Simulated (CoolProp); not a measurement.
CF4 (R14) at 218.57 K and 0.189 MPa flows at 0.061 m/s in a round tube of 2 mm bore and 45 µm roughness, fully developed (64/Re and Nu = 3.66 if laminar; Colebrook and Gnielinski if turbulent). Each further row changes one setting.

The numbers come from the reference Helmholtz-energy equation of state, Platzer 1990 in CoolProp. This equation is an older, rougher fit.

| case | Reynolds number | Darcy friction factor | pressure drop (Pa/m) | heat-transfer coefficient (W/(m² K)) | mass flow (kg/h) |
|---|---|---|---|---|---|
| as stated | [?] | 0.735 | [?] | 18.3 | [?] |
| velocity 0.122 m/s | 174 | 0.368 | [?] | 18.3 | [?] |
| diameter 4 mm | 174 | 0.368 | 1.60 | 9.13 | [?] |

Task: Some entries are withheld; supply them.

Result: 
- as stated, Reynolds number: 87.0
- as stated, pressure drop (Pa/m): 6.38
- as stated, mass flow (kg/h): 0.00644
- velocity 0.122 m/s, pressure drop (Pa/m): 12.8
- velocity 0.122 m/s, mass flow (kg/h): 0.0129
- diameter 4 mm, mass flow (kg/h): 0.0258

Viscosity comes from a separate model (Huber 2003), an estimate that may be off by 10 % or more. Thermal conductivity comes from a separate model (Huber 2003), an estimate that may be off by 10 % or more.
